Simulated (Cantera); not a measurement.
A counterflow diffusion flame at 1.01 bar, nozzles 20 mm apart: fuel side CH4 = 1 (molar parts) at 350 K, oxidiser side O2 : N2 = 0.23 : 0.77 (molar parts) at 550 K, fuel mass flux 0.82 times the oxidiser's; mixture-averaged transport, no radiation.

Computed with Cantera and GRI-Mech 3.0 (53 species, 325 reactions). GRI-Mech 3.0 has no aromatics or soot, which form on the fuel side of real flames. The maximum strain rate includes the flame's own expansion and is several times the mean.

x: mole fraction; the columns are a selection and need not sum to one.

| oxidiser flux (kg/m²/s) | max strain (1/s) | mean strain (1/s) | T max (K) | peak x OH | peak x H | peak x NO | peak x CO | peak x C2H2 |
|---|---|---|---|---|---|---|---|---|
| 0.25 | 197 | 37.8 | 2221 | 0.0105 | 0.00508 | 0.000377 | 0.0679 | 0.0169 |
| 0.43 | 317 | 65.1 | 2197 | 0.0105 | 0.00546 | 0.000331 | 0.0658 | 0.0155 |
| 0.72 | 503 | 109 | 2178 | 0.0104 | 0.00584 | 0.000287 | 0.0644 | 0.0144 |
| 1.2 | ? | 182 | 2154 | 0.0102 | 0.00615 | ? | 0.0633 | ? |
| 2.1 | 1340 | 318 | 2118 | 0.00962 | 0.00629 | 0.000169 | 0.0624 | 0.0112 |
| 3.5 | ? | 530 | 2075 | ? | 0.00615 | ? | 0.0621 | ? |
| 5.9 | 3490 | 893 | 1999 | 0.00701 | 0.00526 | 4.47e-5 | 0.0621 | 0.00578 |

Problem. Complete the blanks.

Solution. 
- 1.2, max strain (1/s): 800
- 1.2, peak x NO: 0.000235
- 1.2, peak x C2H2: 0.0131
- 3.5, max strain (1/s): 2150
- 3.5, peak x OH: 0.00874
- 3.5, peak x NO: 0.000107
- 3.5, peak x C2H2: 0.00910
